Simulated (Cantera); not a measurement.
Premixed flame

A freely propagating, adiabatic, planar premixed flame of CO : H2 : CH4 : O2 : N2 : H2O = 1 : 0.21 : 0.093 : 0.608 : 2.29 : 1.1 (molar parts), equivalence ratio 1.3, unburnt at 325 K and 0.180 bar; mixture-averaged transport, grid criteria slope 0.08 and curve 0.16, no radiation.

Detailed kinetics in Cantera: GRI-Mech 3.0 (53 species, 325 reactions). Burning velocities carry a grid error of a few per cent, more on coarse grids.

```tsv
z (mm)	T (K)	u (m/s)	x CO	x H2	x CH4	x NO2	x C2H	x CH2
-8.16	325	0.791	0.189	0.0396	0.0175	<1e-8	<1e-8	<1e-8
-5.44	325	0.791	0.189	0.0396	0.0175	<1e-8	<1e-8	<1e-8
-4.08	325	0.791	0.189	0.0395	0.0175	<1e-8	<1e-8	<1e-8
-2.72	326	0.793	0.189	0.0389	0.0176	<1e-8	<1e-8	<1e-8
-1.36	442	1.07	0.186	0.0359	0.0170	<1e-8	<1e-8	1.16e-8
-0.680	798	1.93	0.174	0.0324	0.0132	<1e-8	<1e-8	2.02e-7
0	1168	2.82	0.154	0.0280	0.00408	<1e-8	<1e-8	1.38e-6
0.680	1360	3.24	0.122	0.0245	0.000242	<1e-8	<1e-8	3.58e-7
1.36	1449	3.41	0.0935	0.0258	6.19e-6	<1e-8	<1e-8	1.77e-8
2.72	1544	3.57	0.0678	0.0298	<1e-8	<1e-8	<1e-8	<1e-8
5.44	1632	3.75	0.0601	0.0305	<1e-8	<1e-8	<1e-8	<1e-8
10.9	1717	3.92	0.0598	0.0283	<1e-8	<1e-8	<1e-8	<1e-8
21.8	1793	4.07	0.0587	0.0258	<1e-8	<1e-8	<1e-8	<1e-8
```
x: mole fraction of selected species; z is measured from the peak of heat release.

```
Quantity                     Result
------------------------  ---------
laminar burning velocity  79.1 cm/s
thermal thickness           2.72 mm
peak x(C2H)                   <1e-8
peak x(CH2)                 1.41e-6
grid points                     149
```
